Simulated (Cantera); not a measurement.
**Thermodynamics of carbothermic reduction, feed Ta₂O₅ + CH₄ + H₂**

Input: 1 mol Ta₂O₅, 0.42 mol CH₄, 6.9 mol H₂, equilibrated at 0.940 bar.

Method: chemical equilibrium by Gibbs-energy minimisation in Cantera with the NASA 1993 tables (ideal gas, pure condensed phases). Candidate condensed phases: C, C₆H₆, C₇H₈, C₈H₁₈, H₂O, Ta, TaC, Ta₂O₅; 113 gas species. Mutual solubility and eutectic melting of coexisting phases are not modelled. TaC: taken at fixed stoichiometry. Condensed phases not in the tables: Ta₂C. Equilibrium is a limit: real reactors are often held back by kinetics, nucleation or transport.

From 1275 K to 2025 K the condensed part is TaC(s) + Ta₂O₅(s). From 2100 K to 2175 K the condensed part is TaC(s) + Ta₂O₅(l).

| T (K) | x H₂ | x CO | x H | x H₂O | n TaC(s) | n Ta₂O₅(s) | n Ta₂O₅(l) |
|---|---|---|---|---|---|---|---|
| 1275 | 0.961 | 0.0354 | 7.45e-7 | 0.00129 | 0.118 | 0.941 | 0 |
| 1350 | 0.961 | 0.0365 | 2.41e-6 | 0.00152 | 0.122 | 0.939 | 0 |
| 1425 | 0.961 | 0.0367 | 6.90e-6 | 0.00175 | 0.124 | 0.938 | 0 |
| 1500 | 0.961 | 0.0367 | 1.78e-5 | 0.00197 | 0.124 | 0.938 | 0 |
| 1575 | 0.961 | 0.0367 | 4.20e-5 | 0.00220 | 0.125 | 0.937 | 0 |
| 1650 | 0.961 | 0.0366 | 9.18e-5 | 0.00242 | 0.126 | 0.937 | 0 |
| 1725 | 0.961 | 0.0365 | 0.000188 | 0.00264 | 0.126 | 0.937 | 0 |
| 1800 | 0.960 | 0.0365 | 0.000362 | 0.00285 | 0.127 | 0.937 | 0 |
| 1875 | 0.960 | 0.0364 | 0.000662 | 0.00306 | 0.127 | 0.936 | 0 |
| 1950 | 0.959 | 0.0364 | 0.00116 | 0.00326 | 0.128 | 0.936 | 0 |
| 2025 | 0.958 | 0.0363 | 0.00194 | 0.00346 | 0.128 | 0.936 | 0 |
| 2100 | 0.957 | 0.0362 | 0.00314 | 0.00357 | 0.128 | 0 | 0.936 |
| 2175 | 0.955 | 0.0362 | 0.00492 | 0.00362 | 0.128 | 0 | 0.936 |
x: gas mole fraction; n: condensed amount in mol.
